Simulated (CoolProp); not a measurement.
Vapour-liquid equilibrium of n-heptane (1) + toluene (2) at 647 kPa; x and y are mole fractions of (1).

Model: multi-fluid Helmholtz-energy mixture model, Span 2003 and Lemmon 2006; pair parameters Bell 2016, in CoolProp.

```tsv
x	bubble temperature, mixture model (°C)	bubble temperature, Raoult's law (°C)	y, mixture model	y, Raoult's law
0.05	190.1	191.0	0.074	0.065
0.15	187.3	189.3	0.202	0.188
0.25	185.1	187.7	0.314	0.305
0.35	183.2	186.2	0.414	0.415
0.45	181.7	184.7	0.507	0.519
0.55	180.5	183.2	0.597	0.618
0.65	179.4	181.7	0.685	0.711
0.75	178.6	180.3	0.773	0.799
0.85	177.8	179.0	0.863	0.882
0.95	177.3	177.7	0.954	0.962
```

The largest gap from Raoult's law is -3.0 K in bubble temperature, at x = 0.45. No azeotrope shows between x = 0.05 and 0.95.

Pair parameters are fitted to limited data, so mixtures are less certain than the pure fluids.
